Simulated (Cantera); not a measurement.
Input (Python, Cantera):

```python
import numpy as np
import cantera as ct

gas = ct.Solution("gri30.yaml")


def delay(T, t_max=10):
    gas.TPX = T, 70000, {'CH4': 1, 'O2': 1.33, 'N2': 5.01, 'H2O': 0.17}
    reactor = ct.IdealGasReactor(gas, clone=False)
    net = ct.ReactorNet([reactor])
    net.rtol, net.atol = 1e-8, 1e-16
    while net.time < t_max:
        t_old, T_old = net.time, reactor.T
        net.step()
        if reactor.T > T + 400:  # ignition: a rise of 400 K
            return t_old + (T + 400 - T_old) / (reactor.T - T_old) * (net.time - t_old)
    return np.nan


taus = []
for T in [1225, 1325, 1425, 1525, 1625, 1725]:
    taus.append(delay(T))
    print(f"T0 = {T:6g} K   tau = {taus[-1]:.4e} s")
```

It prints:

```
T0 =   1225 K   tau = 5.4478e-02 s
T0 =   1325 K   tau = 1.4068e-02 s
T0 =   1425 K   tau = 4.1253e-03 s
T0 =   1525 K   tau = 1.3933e-03 s
T0 =   1625 K   tau = 5.5001e-04 s
T0 =   1725 K   tau = 2.5093e-04 s
```

Cantera simulation using GRI-Mech 3.0 (53 species, 325 reactions); the numbers are that mechanism's predictions, not measurements.
